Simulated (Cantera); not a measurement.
Feed: 1 mol CH3F, 0.079 mol F2, 0.097 mol HF, held at 1.33 mbar.

Cantera equilibrium calculation (NASA polynomials, part measured and part estimated; ideal gas, pure solids and liquids). Candidate condensed phases: C, C6H6, C7H8, C8H18; 95 gas species. Equilibrium is a limit: real reactors are often held back by kinetics, nucleation or transport.

Question: Which condensed phases are stable at each of these points (T (K)): 1250, 1450, 1650, 1850, 2050, 2250, 2450, 2650, 2850, 3050, 3250?

Answer: 
| T (K) | condensed phases | C condensed (%) |
|---|---|---|
| 1250 | C(graphite) | 100.0 |
| 1450 | C(graphite) | 100.0 |
| 1650 | C(graphite) | 100.0 |
| 1850 | C(graphite) | 100.0 |
| 2050 | C(graphite) | 99.8 |
| 2250 | C(graphite) | 99.5 |
| 2450 | C(graphite) | 98.7 |
| 2650 | C(graphite) | 94.9 |
| 2850 | C(graphite) | 48.1 |
| 3050 | gas only | 0.0 |
| 3250 | gas only | 0.0 |

From 1250 K to 2850 K the condensed part is C(graphite). From 3050 K to 3250 K nothing is condensed.
